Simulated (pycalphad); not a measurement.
CALPHAD calculation (pycalphad, COST 507 light-alloy database (1999)), 1 atm. The data set is of 1999 and partly superseded.

**Question.** How does the equilibrium phase assembly of Al-1.434Si-3.085Mn (wt.%) change on cooling from 1850 K to 500 K?

**Answer.** 
```json
[
 {"T (K)": "962.6", "phases above": "liquid", "phases below": "ALMNSI_BETA + liquid"},
 {"T (K)": "961.3", "phases above": "ALMNSI_BETA + liquid", "phases below": "ALMNSI_ALPHA + ALMNSI_BETA + liquid"},
 {"T (K)": "961.2", "phases above": "ALMNSI_ALPHA + ALMNSI_BETA + liquid", "phases below": "ALMNSI_ALPHA + liquid"},
 {"T (K)": "925.0", "phases above": "ALMNSI_ALPHA + liquid", "phases below": "ALMNSI_ALPHA + fcc + liquid"},
 {"T (K)": "902.6", "phases above": "ALMNSI_ALPHA + fcc + liquid", "phases below": "ALMNSI_ALPHA + fcc"},
 {"T (K)": "693.2", "phases above": "ALMNSI_ALPHA + fcc", "phases below": "ALMNSI_ALPHA + diamond (Si) + fcc"}
]
```
Changes were sought between steps of 75 K, so a narrower field can be missed.

Database names, with the compositions (at.%) that they take in these runs: ALMNSI_ALPHA: Al 70-74 Mn 17 Si 9-12.
